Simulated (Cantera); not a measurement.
An isothermal, constant-pressure homogeneous reactor starts with 18.9 % N2O, 0.0453 % H2, 81.1 % N2, at 1098 K and 1.00 bar.

Model: GRI-Mech 3.0 (53 species, 325 reactions), integrated in Cantera. GRI-Mech 3.0 was tuned for natural gas; its chemistry of N2O as a main component is partial and can be far from experiment. The mechanism lacks the step 2 NO + O2 → 2 NO2, which can matter for NO2 below about 1400 K. The temperature is held fixed by assumption; the heat of reaction is taken as removed at once.

x: mole fraction; the columns are a selection and need not sum to one.

```
t (s)      x N2O      x H2       x H      x O     x OH     x HO2      x NO
--------  ------  --------  --------  -------  -------  --------  --------
4.00e-5    0.189  0.000453   2.36e-9  1.70e-7  1.14e-8  4.13e-11   1.17e-8
9.72e-5    0.189  0.000453   5.86e-9  2.50e-7  5.12e-8  4.97e-10   4.91e-8
0.000236   0.189  0.000452   1.35e-8  2.77e-7  1.69e-7   4.52e-9   1.62e-7
0.000574   0.189  0.000451   3.03e-8  2.78e-7  4.41e-7   3.12e-8   4.53e-7
0.00139    0.189  0.000446   6.21e-8  2.77e-7  9.67e-7   1.63e-7   1.19e-6
0.00339    0.189  0.000422   9.85e-8  2.78e-7  1.64e-6   5.02e-7   3.02e-6
0.00823    0.188       [?]   9.65e-8  2.81e-7  1.94e-6   6.38e-7   7.17e-6
0.0200     0.188       [?]   5.73e-8  2.87e-7  1.78e-6   4.93e-7   1.65e-5
0.0486     0.188       [?]   1.81e-8  2.91e-7  1.38e-6   2.71e-7   3.81e-5
0.118      0.186       [?]   2.66e-9  2.91e-7  8.92e-7   9.88e-8   9.20e-5
0.287      0.184       [?]  2.94e-10  2.89e-7  6.35e-7   3.15e-8  0.000230
0.697      0.178       [?]  1.46e-10  2.83e-7  6.39e-7   1.41e-8  0.000558
1.69       0.166  4.28e-10  1.31e-10  2.69e-7  6.55e-7   7.08e-9   0.00128
4.12       0.140  3.22e-10  9.99e-11  2.40e-7  6.30e-7   3.83e-9   0.00271
10.0      0.0960  2.06e-10  5.86e-11  1.87e-7  5.55e-7   2.28e-9   0.00489
```

### Question
What belongs in the gaps?

### Answer

- 0.00823, x H2: 0.000353
- 0.0200, x H2: 0.000229
- 0.0486, x H2: 9.39e-5
- 0.118, x H2: 2.03e-5
- 0.287, x H2: 1.65e-6
- 0.697, x H2: 7.98e-9
